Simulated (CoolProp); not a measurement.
A single-stage vapour-compression cycle with chlorine: evaporating at 255.15 K (dew point), condensing at 308.15 K (bubble point), superheat 2 K, subcooling 5 K, compressor efficiency 0.7, no pressure losses. Each further row changes one setting.

The numbers come from the reference Helmholtz-energy equation of state, Thol 2021 in CoolProp.

```csv
case,cooling COP,pressure ratio,discharge temperature (K),refrigerating effect (kJ/kg),volumetric capacity (kJ/m³)
as stated,2.78,5.17,432.7,232,(withheld)
evaporating temperature 260.15 K,3.20,4.29,416.7,(withheld),1870
condensing temperature 303.15 K,(withheld),4.55,416.7,237,(withheld)
subcooling 10 K,(withheld),5.17,432.7,237,(withheld)
```

Problem. Complete the blanks.

Solution. 
- as stated, volumetric capacity (kJ/m³): 1560
- evaporating temperature 260.15 K, refrigerating effect (kJ/kg): 234
- condensing temperature 303.15 K, cooling COP: 3.13
- condensing temperature 303.15 K, volumetric capacity (kJ/m³): 1600
- subcooling 10 K, cooling COP: 2.84
- subcooling 10 K, volumetric capacity (kJ/m³): 1590
